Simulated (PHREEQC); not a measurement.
Synthetic water in mmol/kgw, 20 °C, pH 3.81, pe 9.2: Na 126; K 0.672; Ca 8.49; Mg 4.45; Cl 42.8; S(6) 51.4; Zn 0.0648; Cd 0.0875; Al 0.393; O(0) (counted as O atoms) 0.0784.

Cl is adjusted to close the charge balance.
Valence states are taken as typed.

Equilibrium calculation in PHREEQC: ion-association model, wateq4f.dat.

Each row changes one thing in this solution. No solid was allowed to form.

```
case                                               ionic strength (mol/kgw)  Na+ (mol/kgw)  SO4-2 (mol/kgw)  Ca+2 (mol/kgw)  Mg+2 (mol/kgw)  K+ (mol/kgw)  SI of Gypsum (CaSO4:2H2O)  SI of Gibbsite (Al(OH)3)
-------------------------------------------------  ------------------------  -------------  ---------------  --------------  --------------  ------------  -------------------------  ------------------------
as made                                                               0.181          0.119           0.0383         0.00496         0.00245      0.000627                      -0.14                     -2.23
temperature from 20 to 30 °C at the same typed pH                     0.179          0.119           0.0377         0.00485         0.00221      0.000620                      -0.16                     -1.71
all concentrations times 3 at the same typed pH                       0.504          0.343           0.0979          0.0134         0.00639       0.00180                      +0.42                     -2.10
O(0) from 0.0784 to 0.235 mmol/kgw                                    0.181          0.119           0.0383         0.00496         0.00245      0.000627                      -0.14                     -2.23
```

Species that the database lacks are ignored. Some of these states are supersaturated (in Gypsum, for instance).
